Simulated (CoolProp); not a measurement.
Vapour-liquid equilibrium of trans-2-butene (1) + acetone (2) at 11 bar; x and y are mole fractions of (1).

Computed with CoolProp (multi-fluid Helmholtz-energy mixture model, Lemmon 2005 and Lemmon 2006; pair parameters Bell 2016).

| x | bubble temperature, mixture model (K) | bubble temperature, Raoult's law (K) | y, mixture model | y, Raoult's law |
|---|---|---|---|---|
| 0.05 | 412.0 | 415.8 | ? | 0.148 |
| 0.125 | 400.1 | 408.5 | 0.380 | 0.326 |
| 0.2 | 390.5 | 401.8 | 0.521 | 0.466 |
| 0.275 | 383.2 | 395.8 | 0.616 | 0.576 |
| 0.35 | 377.7 | 390.4 | 0.682 | 0.665 |
| 0.425 | 373.5 | 385.4 | 0.731 | 0.736 |
| 0.5 | ? | 380.8 | ? | 0.795 |
| 0.575 | 367.7 | 376.6 | 0.799 | 0.843 |
| 0.65 | 365.4 | 372.7 | ? | 0.883 |
| 0.725 | ? | 369.1 | 0.857 | 0.916 |
| 0.8 | 361.7 | 365.7 | 0.887 | 0.944 |
| 0.875 | ? | 362.6 | 0.922 | 0.968 |
| 0.95 | 358.6 | 359.7 | 0.965 | 0.988 |

### Question
Complete the blanks.

### Answer

- 0.05, y, mixture model: 0.177
- 0.5, bubble temperature, mixture model (K): 370.3
- 0.5, y, mixture model: 0.768
- 0.65, y, mixture model: 0.828
- 0.725, bubble temperature, mixture model (K): 363.5
- 0.875, bubble temperature, mixture model (K): 360.1

The largest gap from Raoult's law is -12.7 K in bubble temperature, at x = 0.35. No azeotrope shows between x = 0.05 and 0.95.

Pair parameters are fitted to limited data, so mixtures are less certain than the pure fluids.
